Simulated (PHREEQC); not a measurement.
## Metal-bearing waste water: an equilibrium model

Consider water at 29 °C with 0.62 mol/kgw CuSO4 and 0.0014 mol/kgw Na2SO4. It is in equilibrium with CO2 at log p = -1 (atm). Otherwise closed; pH follows from the charge balance.

The numbers come from PHREEQC with the ion-association model, phreeqc.dat.

Each row changes one thing in this solution. This is a speciation only: nothing precipitates in the calculation.

| case | pH | ionic strength (mol/kgw) | SO4-2 (mol/kgw) | CO2 (mol/kgw) | Na+ (mol/kgw) | NaSO4- (mol/kgw) |
|---|---|---|---|---|---|---|
| as made | 4.02 | 1.08 | 0.270 | 0.00239 | 0.00227 | 0.000526 |
| diluted 10-fold with water | 4.14 | 0.135 | 0.0338 | 0.00297 | 0.000265 | 1.53e-5 |
| temperature from 29 to 30 °C | 4.03 | 1.08 | 0.270 | 0.00233 | 0.00227 | 0.000527 |
| CuSO4 from 0.62 to 0.558 mol/kgw | 4.03 | 0.976 | 0.244 | 0.00245 | 0.00231 | 0.000495 |
| CuSO4 left out | 4.45 | 0.00420 | 0.00138 | 0.00306 | 0.00279 | 1.50e-5 |
| diluted 2-fold with water | [?] | 0.564 | [?] | 0.00269 | 0.00122 | 0.000179 |

Question: What belongs in the gaps?

Answer: 
- diluted 2-fold with water, pH: 4.05
- diluted 2-fold with water, SO4-2 (mol/kgw): 0.141

The ionic strength passes 0.7 mol/kgw, the rough limit of the ion-association models, in as made; temperature from 29 to 30 °C; CuSO4 from 0.62 to 0.558 mol/kgw.
